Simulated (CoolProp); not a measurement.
Vapour-liquid equilibrium of p-xylene (1) + n-decane (2) at 0.454 MPa; x and y are mole fractions of (1).

Values from CoolProp's multi-fluid Helmholtz-energy mixture model, Zhou 2012 and Lemmon 2006; pair parameters Bell 2016.

```json
[
 {"x": "0.05", "bubble temperature (K)": "514.6", "y at the bubble point": "0.086", "dew temperature at overall composition x (K)": "515.8", "liquid density (mol/L)": "3.830"},
 {"x": "0.125", "bubble temperature (K)": "510.8", "y at the bubble point": "0.204", "dew temperature at overall composition x (K)": "513.4", "liquid density (mol/L)": "3.977"},
 {"x": "0.2", "bubble temperature (K)": "507.2", "y at the bubble point": "0.311", "dew temperature at overall composition x (K)": "511.0", "liquid density (mol/L)": "4.130"},
 {"x": "0.275", "bubble temperature (K)": "503.8", "y at the bubble point": "0.408", "dew temperature at overall composition x (K)": "508.5", "liquid density (mol/L)": "4.291"},
 {"x": "0.35", "bubble temperature (K)": "500.5", "y at the bubble point": "0.496", "dew temperature at overall composition x (K)": "505.9", "liquid density (mol/L)": "4.459"},
 {"x": "0.425", "bubble temperature (K)": "497.4", "y at the bubble point": "0.575", "dew temperature at overall composition x (K)": "503.2", "liquid density (mol/L)": "4.637"},
 {"x": "0.5", "bubble temperature (K)": "494.5", "y at the bubble point": "0.648", "dew temperature at overall composition x (K)": "500.4", "liquid density (mol/L)": "4.824"},
 {"x": "0.575", "bubble temperature (K)": "491.7", "y at the bubble point": "0.714", "dew temperature at overall composition x (K)": "497.4", "liquid density (mol/L)": "5.022"},
 {"x": "0.65", "bubble temperature (K)": "489.1", "y at the bubble point": "0.774", "dew temperature at overall composition x (K)": "494.4", "liquid density (mol/L)": "5.232"},
 {"x": "0.725", "bubble temperature (K)": "486.5", "y at the bubble point": "0.830", "dew temperature at overall composition x (K)": "491.2", "liquid density (mol/L)": "5.455"},
 {"x": "0.8", "bubble temperature (K)": "484.1", "y at the bubble point": "0.881", "dew temperature at overall composition x (K)": "487.9", "liquid density (mol/L)": "5.693"},
 {"x": "0.875", "bubble temperature (K)": "481.7", "y at the bubble point": "0.928", "dew temperature at overall composition x (K)": "484.4", "liquid density (mol/L)": "5.948"},
 {"x": "0.95", "bubble temperature (K)": "479.5", "y at the bubble point": "0.972", "dew temperature at overall composition x (K)": "480.7", "liquid density (mol/L)": "6.221"}
]
```

No azeotrope shows between x = 0.05 and 0.95.

The pair parameters rest on a limited set of measurements; away from them the model extrapolates.
